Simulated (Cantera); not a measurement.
An adiabatic, constant-pressure homogeneous reactor starts with 8.49 % CH4, 3.14 % H2, 18.6 % O2, 69.8 % N2, at 1200 K and 110000 Pa.

Computed with Cantera and GRI-Mech 3.0 (53 species, 325 reactions).

Q: Predict: time of steepest temperature rise; temperature at 0.200 s; equilibrium temperature; x(H2) at 0.200 s; x(O2) at 0.200 s; x(H2O2) at 0.200 s; x(CO) at 0.200 s.

A: 
```json
{
 "time_of_steepest_temperature_rise": "3.42 ms",
 "temperature at 0.200 s": "2639 K",
 "equilibrium_temperature": "2639 K",
 "x(H2) at 0.200 s": "0.0150 (gas-phase equilibrium 0.0150)",
 "x(O2) at 0.200 s": "0.0154 (gas-phase equilibrium 0.0154)",
 "x(H2O2) at 0.200 s": "2.11e-7 (gas-phase equilibrium 2.11e-7)",
 "x(CO) at 0.200 s": "0.0303 (gas-phase equilibrium 0.0303)"
}
```
